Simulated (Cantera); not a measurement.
Input: 1 mol HCl, 0.21 mol H2O, 11 mol N2, equilibrated at 3350 K and 1.00 Torr.

These are equilibrium values from Cantera (NASA tables, ideal gas, pure condensed phases), not measurements of a reactor. Candidate condensed phases: H2O, NH4Cl; 29 gas species. Kinetics and transport are ignored.

Base state: N2 0.805, H 0.104, Cl 0.0732, O 0.0151, N 0.00259, NO 0.000256, HCl 8.85e-5, H2 8.38e-5 (mole fractions); condensed: gas only.

Problem. What changes in the equilibrium state with this change: temperature from 3350 K to 2675 K?

Solution. 
```
species   before     after
-------  -------  --------
N2         0.805     0.815
H          0.104    0.0912
Cl        0.0732    0.0696
HCl      8.85e-5   0.00455
O         0.0151    0.0130
H2O      3.95e-8  0.000169
N        0.00259   3.29e-5
```
